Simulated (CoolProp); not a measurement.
Vapour pressure (MPa) of n-dodecane: the reference equation beside estimates from Tc = 385.0 °C, pc = 1.818 MPa, ω = 0.574. Clausius-Clapeyron is anchored at 111.35 °C with a constant enthalpy of vaporisation of 53.58 kJ/mol.

Values from CoolProp's reference Helmholtz-energy equation of state, Lemmon 2004. It is a short technical equation, of lower accuracy than the large ones.

```tsv
T (°C)	reference	Lee-Kesler	Clausius-Clapeyron	van der Waals	Soave-Redlich-Kwong
90.55	0.001276	0.001250	0.001304	0.09659	0.001250
111.35	0.003400	0.003335	0.003400	0.1352	0.003335
132.15	0.007978	0.007862	0.008036	0.1833	0.007858
152.95	0.01685	0.01670	0.01746	0.2417	0.01669
173.65	0.03251	0.03241	0.03519	0.3112	0.03239
194.45	0.05846	0.05857	0.06685	0.3930	0.05862
215.25	0.09884	0.09938	0.1202	0.4877	0.09970
236.05	0.1586	0.1598	0.2061	0.5960	0.1608
256.75	0.2430	0.2450	0.3379	0.7179	0.2476
277.55	0.3594	0.3621	0.5349	0.8551	0.3674
298.35	0.5148	0.5181	0.8190	1.008	0.5275
319.15	0.7179	0.7216	1.217	1.176	0.7360
339.85	0.9775	0.9816	1.757	1.360	1.000
```

Absolute difference from the reference over all 13 rows, mean and median: Lee-Kesler 0.9 and 0.8 %, Clausius-Clapeyron 29.0 and 21.6 %, van der Waals 1346.8 and 393.4 %, Soave-Redlich-Kwong 1.6 and 1.9 %.
